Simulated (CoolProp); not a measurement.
Vapour-liquid equilibrium of R125 (1) + propane (2) at 219.7 K; x and y are mole fractions of (1).

Model: multi-fluid Helmholtz-energy mixture model, Lemmon 2005 and Lemmon 2009; pair parameters Bell 2016, in CoolProp.

Problem. Give the bubble pressure and the first vapour's composition at x = 0.15, 0.25, 0.35. Is there an azeotrope?

Solution. x = 0.15: 0.09896 MPa, y = 0.456; x = 0.25: 0.1070 MPa, y = 0.520; x = 0.35: 0.1097 MPa, y = 0.545. y crosses x between x = 0.55 and 0.65: the model has an azeotrope there.

The pair parameters rest on a limited set of measurements; away from them the model extrapolates. With so large a gap from Raoult's law the liquid may split in two, which this calculation doesn't test in full.
